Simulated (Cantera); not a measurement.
A Cantera script and its output.

```python
import numpy as np
import cantera as ct

gas = ct.Solution("gri30.yaml")
gas.TP = 300, 101325
flame = ct.CounterflowDiffusionFlame(gas, width=0.02)
flame.fuel_inlet.X, flame.fuel_inlet.T = {'CH4': 1, 'H2': 1.4}, 573
flame.oxidizer_inlet.X, flame.oxidizer_inlet.T = {'O2': 0.19, 'N2': 0.81}, 500
flame.set_refine_criteria(ratio=3, slope=0.12, curve=0.24, prune=0.03)
show = ['OH', 'H', 'NO', 'CO', 'C2H2']

rows = []
print(f"{'mdot':>8s}{'a_max':>10s}{'a_mean':>10s}{'Tmax/K':>9s}" + "".join(f"{s:>11s}" for s in show) + "   (peak mole fractions)")
for i, mdot in enumerate([0.61, 0.83, 1.1, 1.5, 2.1, 2.8, 3.8]):  # kg/m2/s on the oxidiser side
    flame.oxidizer_inlet.mdot, flame.fuel_inlet.mdot = mdot, 0.45 * mdot
    flame.solve(loglevel=0, auto=(i == 0))
    if flame.T.max() < max(573, 500) + 100:
        print(f"{mdot:8.3g}  no burning solution found from the previous one")
        break
    dT = np.abs(np.gradient(flame.T, flame.grid))
    rows.append([flame.strain_rate("max"), flame.strain_rate("mean"), flame.T.max(),
                 *(flame.X[gas.species_index(s)].max() for s in show), max(dT[0], dT[-1]) / dT.max()])
    print(f"{mdot:8.3g}{rows[-1][0]:10.1f}{rows[-1][1]:10.1f}{rows[-1][2]:9.1f}" + "".join(f"{x:11.3e}" for x in rows[-1][3:-1]))
```

Output:

```
    mdot     a_max    a_mean   Tmax/K         OH          H         NO         CO       C2H2   (peak mole fractions)
    0.61     503.8     125.6   2160.7  1.150e-02  9.044e-03  1.712e-04  3.010e-02  7.254e-03
    0.83     662.4     170.9   2141.0  1.149e-02  9.737e-03  1.557e-04  2.976e-02  7.181e-03
     1.1     847.5     226.5   2124.8  1.149e-02  1.043e-02  1.421e-04  2.949e-02  7.216e-03
     1.5    1105.1     308.8   2104.0  1.136e-02  1.118e-02  1.260e-04  2.912e-02  7.212e-03
     2.1    1460.4     432.4   2081.2  1.115e-02  1.200e-02  1.085e-04  2.876e-02  7.181e-03
     2.8    1848.8     576.5   2060.9  1.090e-02  1.266e-02  9.381e-05  2.859e-02  7.121e-03
     3.8    2356.0     782.4   2037.3  1.053e-02  1.331e-02  7.814e-05  2.843e-02  6.957e-03
```

Computed with Cantera and GRI-Mech 3.0 (53 species, 325 reactions). GRI-Mech 3.0 has no aromatics or soot, which form on the fuel side of real flames. The maximum strain rate includes the flame's own expansion and is several times the mean.
